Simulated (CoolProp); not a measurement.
trans-2-butene along the isobar 745 kPa: Z from the reference equation and from simpler models built on Tc = 428.6 K, pc = 4019 kPa, ω = 0.210; each cubic takes its own stable root.

Model: reference Helmholtz-energy equation of state, Lemmon 2005, in CoolProp. It is a short technical equation, of lower accuracy than the large ones.

```json
[
 {"T (K)": "412.3", "phase": "gas", "reference": "0.9225"},
 {"T (K)": "428.4", "phase": "gas", "reference": "0.9324"},
 {"T (K)": "444.5", "phase": "gas", "reference": "0.9406"},
 {"T (K)": "460.6", "phase": "gas", "reference": "0.9476"},
 {"T (K)": "476.7", "phase": "gas", "reference": "0.9535"},
 {"T (K)": "492.8", "phase": "gas", "reference": "0.9587"},
 {"T (K)": "508.9", "phase": "gas", "reference": "0.9631"},
 {"T (K)": "525", "phase": "gas", "reference": "0.9670"}
]
```

Problem. How far does each simpler model (van der Waals, Peng-Robinson) lie from the reference over these 8 states: mean and median of the absolute difference, and the worst?

Solution. 
- van der Waals: mean 0.5 %, median 0.4 %, worst +1.5 % at 412.3 K and 745 kPa
- Peng-Robinson: mean 0.5 %, median 0.5 %, worst -0.6 % at 428.4 K and 745 kPa
